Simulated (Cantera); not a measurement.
A perfectly stirred reactor is fed with N2O : H2 : N2 = 1 : 0.02 : 0.93 (molar parts), at 0.132 atm; it is held at 1273 K, and followed from long to short residence time.

Cantera simulation using GRI-Mech 3.0 (53 species, 325 reactions); the numbers are that mechanism's predictions, not measurements. GRI-Mech 3.0 was tuned for natural gas; its chemistry of N2O as a main component is partial and can be far from experiment. The mechanism lacks the step 2 NO + O2 → 2 NO2, which can matter for NO2 below about 1400 K. The temperature is held fixed by assumption; the heat of reaction is taken as removed at once.

Q: What does this change do: 0.025 parts H2O added?

A: 
| quantity | before | after |
|---|---|---|
| x(N2O) at τ = 2.30 s | 0.266 | 0.257 |
| x(H2) at τ = 2.30 s | 4.63e-5 | 3.27e-5 |
| x(NO) at τ = 2.30 s | 0.0230 | 0.0223 |
| x(NO2) at τ = 2.30 s | 0.000141 | 0.000178 |
| x(O2) at τ = 2.30 s | 0.0828 | 0.0846 |
| x(N2O) at τ = 73.0 ms | 0.489 | 0.482 |
| x(H2) at τ = 73.0 ms | 0.000983 | 0.000860 |
| x(NO) at τ = 73.0 ms | 0.00141 | 0.00146 |
| x(NO2) at τ = 73.0 ms | 4.77e-5 | 5.18e-5 |
| x(O2) at τ = 73.0 ms | 0.00488 | 0.00509 |
